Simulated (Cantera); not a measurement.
## Dilute partial oxidation

An isothermal, constant-pressure homogeneous reactor starts with 1.27 % CH₃OH, 0.725 % O₂, 98.0 % N₂, equivalence ratio 2.6, at 1150 K and 500000 Pa.

Computed with Cantera and GRI-Mech 3.0 (53 species, 325 reactions). GRI-Mech 3.0 was tuned for natural gas; its chemistry of methanol as a main component is partial and can be far from experiment.

```json
[
 {"t (s)": "6.00e-6", "x CH₃OH": "0.0127", "x O₂": "0.00725", "x CH₂CO": "<1e-12", "x O": "9.03e-12", "x NO": "<1e-12"},
 {"t (s)": "2.17e-5", "x CH₃OH": "0.0127", "x O₂": "0.00725", "x CH₂CO": "<1e-12", "x O": "9.09e-12", "x NO": "<1e-12"},
 {"t (s)": "7.85e-5", "x CH₃OH": "0.0127", "x O₂": "0.00725", "x CH₂CO": "<1e-12", "x O": "9.23e-12", "x NO": "<1e-12"},
 {"t (s)": "0.000284", "x CH₃OH": "0.0127", "x O₂": "0.00725", "x CH₂CO": "<1e-12", "x O": "9.42e-12", "x NO": "<1e-12"},
 {"t (s)": "0.00103", "x CH₃OH": "0.0127", "x O₂": "0.00725", "x CH₂CO": "<1e-12", "x O": "9.98e-12", "x NO": "<1e-12"},
 {"t (s)": "0.00371", "x CH₃OH": "0.0127", "x O₂": "0.00725", "x CH₂CO": "<1e-12", "x O": "1.46e-11", "x NO": "<1e-12"},
 {"t (s)": "0.0134", "x CH₃OH": "0.0109", "x O₂": "0.00655", "x CH₂CO": "2.65e-10", "x O": "4.36e-9", "x NO": "<1e-12"},
 {"t (s)": "0.0485", "x CH₃OH": "1.19e-10", "x O₂": "1.13e-6", "x CH₂CO": "2.77e-10", "x O": "4.68e-11", "x NO": "1.79e-9"},
 {"t (s)": "0.175", "x CH₃OH": "2.28e-11", "x O₂": "3.18e-7", "x CH₂CO": "5.68e-11", "x O": "2.04e-12", "x NO": "1.06e-9"},
 {"t (s)": "0.634", "x CH₃OH": "6.75e-12", "x O₂": "1.01e-7", "x CH₂CO": "1.73e-11", "x O": "<1e-12", "x NO": "6.50e-10"},
 {"t (s)": "2.29", "x CH₃OH": "2.16e-12", "x O₂": "2.83e-8", "x CH₂CO": "5.91e-12", "x O": "<1e-12", "x NO": "3.77e-10"},
 {"t (s)": "8.30", "x CH₃OH": "<1e-12", "x O₂": "6.90e-9", "x CH₂CO": "2.46e-12", "x O": "<1e-12", "x NO": "2.03e-10"},
 {"t (s)": "30.0", "x CH₃OH": "<1e-12", "x O₂": "8.24e-10", "x CH₂CO": "1.59e-12", "x O": "<1e-12", "x NO": "7.78e-11"}
]
```
x: mole fraction; the columns are a selection and need not sum to one.

Equilibrium at this temperature and pressure: CH₃OH <1e-12, O₂ <1e-12, CH₂CO <1e-12, O <1e-12, NO <1e-12 (gas phase only).
